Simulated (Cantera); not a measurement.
Counterflow diffusion flame

A counterflow diffusion flame at 62000 Pa, nozzles 20 mm apart: fuel side CO : H₂ : CH₄ = 1 : 0.047 : 0.034 (molar parts) at 373 K, oxidiser side O₂ : N₂ = 0.23 : 0.77 (molar parts) at 650 K, fuel mass flux 1.2 times the oxidiser's; mixture-averaged transport, no radiation.

Model: GRI-Mech 3.0 (53 species, 325 reactions), integrated in Cantera. GRI-Mech 3.0 has no aromatics or soot, which form on the fuel side of real flames. The maximum strain rate includes the flame's own expansion and is several times the mean. A flux with no burning solution from the previous one only brackets extinction.

```json
[
 {"oxidiser flux (kg/m²/s)": "0.37", "max strain (1/s)": "344", "mean strain (1/s)": "97.6", "T max (K)": "2000", "peak x OH": "0.00668", "peak x H": "0.0101", "peak x NO": "9.45e-5", "peak x CO": "0.926", "peak x C₂H₂": "0.00140"},
 {"oxidiser flux (kg/m²/s)": "0.61", "max strain (1/s)": "544", "mean strain (1/s)": "161", "T max (K)": "1931", "peak x OH": "0.00628", "peak x H": "0.0115", "peak x NO": "6.74e-5", "peak x CO": "0.926", "peak x C₂H₂": "0.00126"},
 {"oxidiser flux (kg/m²/s)": "1", "max strain (1/s)": "861", "mean strain (1/s)": "264", "T max (K)": "1862", "peak x OH": "0.00581", "peak x H": "0.0128", "peak x NO": "4.82e-5", "peak x CO": "0.926", "peak x C₂H₂": "0.00104"},
 {"oxidiser flux (kg/m²/s)": "1.6", "max strain (1/s)": "1340", "mean strain (1/s)": "422", "T max (K)": "1792", "peak x OH": "0.00522", "peak x H": "0.0139", "peak x NO": "3.33e-5", "peak x CO": "0.926", "peak x C₂H₂": "0.000744"},
 {"oxidiser flux (kg/m²/s)": "2.7", "max strain (1/s)": "2190", "mean strain (1/s)": "713", "T max (K)": "1705", "peak x OH": "0.00445", "peak x H": "0.0146", "peak x NO": "1.96e-5", "peak x CO": "0.926", "peak x C₂H₂": "0.000351"},
 {"oxidiser flux (kg/m²/s)": "4.4", "max strain (1/s)": "3450", "mean strain (1/s)": "1160", "T max (K)": "1593", "peak x OH": "0.00348", "peak x H": "0.0138", "peak x NO": "9.66e-6", "peak x CO": "0.926", "peak x C₂H₂": "7.05e-5"}
]
```
x: mole fraction; the columns are a selection and need not sum to one.

At the next flux tried, 7.2 kg/m²/s, no burning solution was found from the previous one.
